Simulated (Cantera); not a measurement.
Feed: 1 mol Si2H6, 0.29 mol O2, equilibrated at 0.00100 bar.

Cantera equilibrium calculation (NASA polynomials, part measured and part estimated; ideal gas, pure solids and liquids). Candidate condensed phases: H2O, Si, SiO2; 18 gas species. The feed counts by its element totals alone. Mutual solubility and eutectic melting of coexisting phases are not modelled. The tables hold silica as quartz up to 1696 K and as liquid above; real silica turns to tridymite and cristobalite and melts near 1996 K. Rates play no part.

Q: Which condensed phases are stable at each of these points (T (K)): 1198, 1248, 1298, 1348, 1398, 1448, 1498?

A: 
```json
[
 {"T (K)": "1198", "condensed phases": "Si(s) + SiO2(β-quartz)", "Si condensed (%)": "99.9"},
 {"T (K)": "1248", "condensed phases": "Si(s) + SiO2(β-quartz)", "Si condensed (%)": "99.7"},
 {"T (K)": "1298", "condensed phases": "Si(s) + SiO2(β-quartz)", "Si condensed (%)": "98.9"},
 {"T (K)": "1348", "condensed phases": "Si(s) + SiO2(β-quartz)", "Si condensed (%)": "96.4"},
 {"T (K)": "1398", "condensed phases": "Si(s) + SiO2(β-quartz)", "Si condensed (%)": "88.7"},
 {"T (K)": "1448", "condensed phases": "Si(s)", "Si condensed (%)": "71.0"},
 {"T (K)": "1498", "condensed phases": "Si(s)", "Si condensed (%)": "71.0"}
]
```

From 1198 K to 1398 K the condensed part is Si(s) + SiO2(β-quartz). From 1448 K to 1498 K the condensed part is Si(s).
